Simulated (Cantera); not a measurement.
Input: 1 mol SiHCl₃, a varied amount of N₂, equilibrated at 1002 °C and 1000 Pa.

These are equilibrium values from Cantera (NASA tables, ideal gas, pure condensed phases), not measurements of a reactor. Candidate condensed phases: NH₄Cl, Si, Si₃N₄; 28 gas species. N₂ is the only nitrogen source here; it is nearly inert below about 1500 K, so the nitride shown seldom forms there in practice. The tables' values for SiCl₃ are old estimates; treat these amounts as uncertain. Equilibrium is a limit: real reactors are often held back by kinetics, nucleation or transport.

x: gas mole fraction; n: condensed amount in mol.

```csv
n(N₂) (mol),x N₂,x HCl,x SiCl₄,x H₂,x SiCl₃,n Si₃N₄(s)
6.6,0.809,0.110,0.0622,…,0.00586,0.147
17,0.917,0.0496,0.0254,…,0.00293,0.147
28,0.948,0.0315,0.0154,…,0.00200,0.147
39,0.962,0.0231,0.0110,…,0.00155,0.146
50,0.970,0.0183,0.00848,…,0.00127,0.145
61,0.975,0.0151,0.00688,…,0.00109,0.144
72,0.979,0.0129,0.00578,…,0.000955,0.144
83,0.982,0.0113,0.00497,…,0.000852,0.143
93,0.984,0.0101,0.00440,…,0.000778,0.142
100,0.985,0.00941,0.00407,…,0.000734,0.142
120,0.987,0.00788,0.00335,…,0.000633,0.141
```

Task: What belongs in the gaps?

Result: 
- 6.6, x H₂: 0.00878
- 17, x H₂: 0.00265
- 28, x H₂: 0.00136
- 39, x H₂: 0.000863
- 50, x H₂: 0.000613
- 61, x H₂: 0.000465
- 72, x H₂: 0.000369
- 83, x H₂: 0.000302
- 93, x H₂: 0.000258
- 100, x H₂: 0.000233
- 120, x H₂: 0.000180
